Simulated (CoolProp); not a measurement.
Model: reference Helmholtz-energy equation of state, Wagner 2002, in CoolProp.

Problem. For water, give the phase and the isothermal compressibility (1/MPa), expansivity (1/kK), Prandtl number at 111.15 °C and 397 kPa; 111.15 °C and 903 kPa.

Solution. 
- 111.15 °C and 397 kPa: liquid; isothermal compressibility 0.000511, expansivity 0.810, Prandtl number 1.56
- 111.15 °C and 903 kPa: liquid; isothermal compressibility 0.000510, expansivity 0.809, Prandtl number 1.56

Viscosity comes from a separate model (Huber 2009). Thermal conductivity comes from a separate model (Huber 2012).
